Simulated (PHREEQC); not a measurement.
Make-up at 25 °C: 0.14 mol/kgw NiSO4, 0.19 mol/kgw HCl and 0.0016 mol/kgw NaCl. Closed to the air; pH follows from the charge balance.

The numbers come from PHREEQC with the ion-association model, wateq4f.dat.

No solid was allowed to form.

Problem. What pH, activity of water does the model give?

Solution. pH 1.07; activity of water 0.991.

Problem. In which forms is Ni present?

Solution. Ni+2 68 %, NiSO4 22 %, NiCl+ 7.6 %, NiCl2 2.1 % of the Ni.
